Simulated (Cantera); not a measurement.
Charge: 1 mol SiCl₄, 2.9 mol Cl₂, 2.6 mol H₂, held at 1450 K and 100000 Pa.

Method: chemical equilibrium by Gibbs-energy minimisation in Cantera with the NASA 1993 tables (ideal gas, pure condensed phases). Candidate condensed phases: Si; 19 gas species. The tables' values for SiCl₃ are old estimates; treat these amounts as uncertain. Equilibrium is a limit: real reactors are often held back by kinetics, nucleation or transport.

Base state: HCl 0.797, SiCl₄ 0.153, Cl₂ 0.0418, Cl 0.00843, SiCl₃ 1.10e-5 (mole fractions); condensed: gas only.

What changes in the equilibrium state with this change: SiCl₄ replaced by Si?


```json
[
 {"species": "HCl", "before": "0.797", "after": "0.439"},
 {"species": "H₂", "before": "5.30e-7", "after": "0.342"},
 {"species": "SiCl₄", "before": "0.153", "after": "0.180"},
 {"species": "Cl₂", "before": "0.0418", "after": "1.96e-8"},
 {"species": "SiHCl₃", "before": "8.78e-9", "after": "0.0121"},
 {"species": "SiCl₃", "before": "1.10e-5", "after": "0.0189"},
 {"species": "SiCl₂", "before": "2.90e-9", "after": "0.00725"},
 {"species": "SiH₂Cl₂", "before": "<1e-9", "after": "0.000126"}
]
```

What changes in the equilibrium state with this change: H₂ from 2.6 to 0.8 mol?


| species | before | after |
|---|---|---|
| Cl₂ | 0.0418 | 0.427 |
| HCl | 0.797 | 0.336 |
| SiCl₄ | 0.153 | 0.210 |
| Cl | 0.00843 | 0.0270 |
| SiCl₃ | 1.10e-5 | 4.72e-6 |
